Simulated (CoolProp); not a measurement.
Properties of R1233zd(E) along the isobar 1720 kPa (Tc = 438.9 K, pc = 3583 kPa, ω = 0.304).

Computed with CoolProp (reference Helmholtz-energy equation of state, Akasaka 2022).

| T (K) | phase | density (kg/m³) | cp (kJ/(kg K)) | cv (kJ/(kg K)) | speed of sound (m/s) | Joule-Thomson coefficient (K/MPa) |
|---|---|---|---|---|---|---|
| 191.6 | liquid | 1496 | 0.9998 | 0.6926 | 1133 | -0.4964 |
| 211.5 | liquid | 1456 | 1.030 | 0.7126 | 1051 | -0.4691 |
| 231.3 | liquid | 1415 | 1.061 | 0.7348 | 968.9 | -0.4392 |
| 251.2 | liquid | 1373 | 1.094 | 0.7595 | 887.5 | -0.4049 |
| 271.1 | liquid | 1330 | 1.129 | 0.7857 | 807.6 | -0.3645 |
| 291 | liquid | 1284 | 1.167 | 0.8124 | 729.6 | -0.3152 |
| 310.8 | liquid | 1237 | 1.208 | 0.8386 | 653.3 | -0.2529 |
| 330.7 | liquid | 1186 | 1.254 | 0.8645 | 577.3 | -0.1689 |
| 350.6 | liquid | 1129 | 1.309 | 0.8898 | 500.5 | -0.04782 |
| 370.5 | liquid | 1065 | 1.382 | 0.9153 | 420.8 | 0.1455 |
| 390.4 | liquid | 987.5 | 1.501 | 0.9426 | 333.7 | 0.5166 |
| 410.2 | gas | 89.88 | 1.186 | 0.9281 | 127.9 | 17.57 |
| 430.1 | gas | 79.78 | 1.124 | 0.9348 | 139.7 | 13.79 |
| 450 | gas | 72.69 | 1.100 | 0.9457 | 149.0 | 11.36 |
